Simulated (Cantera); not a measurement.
Input: 1 mol Na₂SO₄, 1.3 mol H₂O, 0.12 mol O₂, equilibrated at 43.0 Pa.

Equilibrium computed with Cantera from the NASA thermochemical tables; the gas is ideal and each condensed phase is pure. Candidate condensed phases: H₂O, H₂SO₄, Na, NaOH, NaO₂, Na₂O, Na₂O₂, Na₂S, Na₂SO₄, S; 27 gas species. The numbers say what is thermodynamically allowed, not how fast it happens. All values below are at 1223 K.

Base state: H₂O 0.912, O₂ 0.0848, NaOH 0.00200, SO₂ 0.00103, Na₂SO₄ 0.000529, OH 6.80e-5, Na 6.07e-5 (mole fractions); condensed: Na₂SO₄(l).

Question: What changes in the equilibrium state with this change: Na₂SO₄ replaced by K₂CO₃?

Answer: 
```tsv
species	before	after
KOH	0	0.569
CO₂	0	0.290
H₂O	0.912	0.0925
K	0	0.0110
O₂	0.0848	0.0376
NaOH	0.00200	0
SO₂	0.00103	0
Na₂SO₄	0.000529	0
Na₂SO₄(l), mol	0.998	0
```
Further candidate phases: C, C₆H₆, C₇H₈, C₈H₁₈, K, KOH, KO₂, K₂CO₃, K₂O, K₂O₂.
